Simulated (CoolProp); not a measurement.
Properties of R1234ze(E) along the isotherm 146.85 °C.

Values from CoolProp's reference Helmholtz-energy equation of state, Thol 2016.

| p (MPa) | phase | cp (kJ/(kg K)) | speed of sound (m/s) | Joule-Thomson coefficient (K/MPa) | fugacity coefficient |
|---|---|---|---|---|---|
| 0.0172 | gas | 1.056 | 181.2 | 7.204 | 0.9988 |
| 0.0253 | gas | 1.056 | [?] | 7.207 | 0.9982 |
| 0.0371 | gas | 1.057 | 181.0 | 7.212 | 0.9974 |
| 0.0545 | gas | 1.058 | 180.8 | 7.220 | 0.9962 |
| 0.08 | gas | 1.059 | 180.5 | 7.231 | 0.9944 |
| 0.117 | gas | [?] | 180.1 | [?] | 0.9918 |
| 0.172 | gas | 1.062 | 179.5 | 7.271 | 0.9879 |
| 0.253 | gas | 1.066 | 178.7 | 7.307 | 0.9823 |
| 0.371 | gas | 1.071 | 177.4 | [?] | 0.9741 |
| 0.545 | gas | 1.079 | 175.5 | 7.441 | 0.9621 |
| 0.8 | gas | 1.092 | 172.7 | 7.564 | 0.9447 |
| 1.17 | gas | 1.113 | 168.6 | 7.752 | 0.9198 |
| 1.72 | gas | 1.151 | 162.3 | 8.055 | 0.8834 |
| 2.53 | gas | 1.228 | 152.5 | 8.552 | [?] |
| 3.71 | supercritical | 1.425 | 137.3 | 9.316 | [?] |
| 5.45 | supercritical | 2.182 | 119.3 | 8.960 | 0.6524 |

Question: Complete the blanks.

Answer: 
- 0.0253, speed of sound (m/s): 181.1
- 0.117, cp (kJ/(kg K)): 1.060
- 0.117, Joule-Thomson coefficient (K/MPa): 7.247
- 0.371, Joule-Thomson coefficient (K/MPa): 7.360
- 2.53, fugacity coefficient: 0.8312
- 3.71, fugacity coefficient: 0.7574
